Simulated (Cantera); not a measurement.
Standard-state values (1 bar) from the NASA 1993 polynomials, evaluated with Cantera. Values are per mole of reaction as written; species without (g) are pure solids or liquids, kept so even where they would boil at 1 bar.

3 NO(g) + Cr = 3 N(g) + CrO3(g)

```csv
T (K),ΔH° (kJ),ΔS° (J/K),ΔG° (kJ),log10 K,condensed phases
925,858.6,83.0,781.8,-44.15,Cr(s)
1125,859.9,84.4,765.0,-35.52,Cr(s)
1325,860.4,84.7,748.1,-29.49,Cr(s)
1525,(withheld),(withheld),(withheld),(withheld),Cr(s)
1725,858.2,83.3,714.4,-21.63,Cr(s)
1925,855.5,81.9,697.9,-18.94,Cr(s)
2125,851.8,80.0,681.7,-16.76,Cr(s)
2325,(withheld),(withheld),(withheld),(withheld),Cr(l)
2525,828.8,69.4,653.7,-13.52,Cr(l)
2725,827.5,68.9,639.9,-12.27,Cr(l)
```

Some entries are withheld; supply them.


- 1525, ΔH° (kJ): 859.8
- 1525, ΔS° (J/K): 84.3
- 1525, ΔG° (kJ): 731.2
- 1525, log10 K: -25.04
- 2325, ΔH° (kJ): 830.0
- 2325, ΔS° (J/K): 69.9
- 2325, ΔG° (kJ): 667.6
- 2325, log10 K: -15.00
